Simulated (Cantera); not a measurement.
An adiabatic, constant-volume homogeneous reactor starts with C3H8 : O2 : N2 = 1 : 8.2 : 30.8 (molar parts), at 1675 K and 750 Torr. Integrator tolerance rtol = 1e-08.

Cantera simulation using GRI-Mech 3.0 (53 species, 325 reactions); the numbers are that mechanism's predictions, not measurements. GRI-Mech 3.0 was tuned for natural gas; its chemistry of propane as a main component is partial and can be far from experiment.

Problem. What does this change do: C3H8 1 to 1.6 parts?

Solution. 
| quantity | before | after |
|---|---|---|
| time of steepest temperature rise | 20.2 µs | 20.7 µs |
| temperature at 4.00 s | 2785 K | 2970 K |
| equilibrium temperature | 2785 K | 2970 K |
| x(C3H8) at 4.00 s | <1e-12 (gas-phase equilibrium <1e-12) | <1e-12 (gas-phase equilibrium <1e-12) |
| x(O2) at 4.00 s | 0.0699 (gas-phase equilibrium 0.0699) | 0.0271 (gas-phase equilibrium 0.0271) |
| x(C2H2) at 4.00 s | <1e-12 (gas-phase equilibrium <1e-12) | <1e-12 (gas-phase equilibrium <1e-12) |
| x(CH2CO) at 4.00 s | <1e-12 (gas-phase equilibrium <1e-12) | <1e-12 (gas-phase equilibrium <1e-12) |
| x(CH2) at 4.00 s | <1e-12 (gas-phase equilibrium <1e-12) | <1e-12 (gas-phase equilibrium <1e-12) |

Problem. What does this change do: pressure from 750 Torr to 608 Torr?

Solution. 
```tsv
quantity	before	after
time of steepest temperature rise	20.2 µs	23.7 µs
temperature at 4.00 s	2785 K	2770 K
equilibrium temperature	2785 K	2770 K
x(C3H8) at 4.00 s	<1e-12 (gas-phase equilibrium <1e-12)	<1e-12 (gas-phase equilibrium <1e-12)
x(O2) at 4.00 s	0.0699 (gas-phase equilibrium 0.0699)	0.0702 (gas-phase equilibrium 0.0702)
x(C2H2) at 4.00 s	<1e-12 (gas-phase equilibrium <1e-12)	<1e-12 (gas-phase equilibrium <1e-12)
x(CH2CO) at 4.00 s	<1e-12 (gas-phase equilibrium <1e-12)	<1e-12 (gas-phase equilibrium <1e-12)
x(CH2) at 4.00 s	<1e-12 (gas-phase equilibrium <1e-12)	<1e-12 (gas-phase equilibrium <1e-12)
```
